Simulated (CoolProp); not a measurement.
Aqueous magnesium chloride as a coolant, at 18 °C, 1 atm.

Model: Melinder's fits for secondary coolants, in CoolProp.

```
mass %  freezing point (°C)  viscosity (mPa s)  density (kg/m³)  cp (kJ/(kg K))  Prandtl number
------  -------------------  -----------------  ---------------  --------------  --------------
4.2                    -2.5               1.25             1034           3.938            8.41
6.8                    -4.5               1.35             1056           3.787            8.78
9.4                    -7.5               1.53             1079           3.639            9.68
12                    -11.3               1.79             1102           3.496            11.0
14.6                  -16.0               2.06             1125           3.360            12.3
17.2                  -21.5               2.30             1149           3.233            13.5
19.8                  -28.1               2.70             1174           3.113            15.4
22.4                  -37.0               4.12             1200           2.996            23.0
25                    -50.2               12.3             1230           2.872            67.2
27.6                  -70.7                137             1265           2.728             737
```
